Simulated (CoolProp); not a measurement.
A single-stage vapour-compression cycle with R125: evaporating at 232.15 K (dew point), condensing at 262.15 K (bubble point), superheat 10 K, subcooling 2 K, compressor efficiency 0.8, no pressure losses. Each further row changes one setting.

Model: reference Helmholtz-energy equation of state, Lemmon 2005, in CoolProp.

```json
[
 {"case": "as stated", "cooling COP": "(withheld)", "pressure ratio": "3.29", "discharge temperature (K)": "281.2", "refrigerating effect (kJ/kg)": "135", "volumetric capacity (kJ/m³)": "1190"},
 {"case": "evaporating temperature 237.15 K", "cooling COP": "(withheld)", "pressure ratio": "2.63", "discharge temperature (K)": "(withheld)", "refrigerating effect (kJ/kg)": "138", "volumetric capacity (kJ/m³)": "1500"},
 {"case": "condensing temperature 257.15 K", "cooling COP": "(withheld)", "pressure ratio": "(withheld)", "discharge temperature (K)": "275.2", "refrigerating effect (kJ/kg)": "141", "volumetric capacity (kJ/m³)": "1250"},
 {"case": "subcooling 7 K", "cooling COP": "5.68", "pressure ratio": "3.29", "discharge temperature (K)": "281.2", "refrigerating effect (kJ/kg)": "141", "volumetric capacity (kJ/m³)": "1250"},
 {"case": "superheat 20 K", "cooling COP": "5.47", "pressure ratio": "3.29", "discharge temperature (K)": "(withheld)", "refrigerating effect (kJ/kg)": "142", "volumetric capacity (kJ/m³)": "(withheld)"},
 {"case": "compressor efficiency 0.7", "cooling COP": "(withheld)", "pressure ratio": "3.29", "discharge temperature (K)": "285.4", "refrigerating effect (kJ/kg)": "135", "volumetric capacity (kJ/m³)": "1190"}
]
```

### Question
Complete the blanks.

### Answer

- as stated, cooling COP: 5.44
- evaporating temperature 237.15 K, cooling COP: 6.82
- evaporating temperature 237.15 K, discharge temperature (K): 279.2
- condensing temperature 257.15 K, cooling COP: 6.70
- condensing temperature 257.15 K, pressure ratio: 2.76
- superheat 20 K, discharge temperature (K): 291.5
- superheat 20 K, volumetric capacity (kJ/m³): 1200
- compressor efficiency 0.7, cooling COP: 4.76
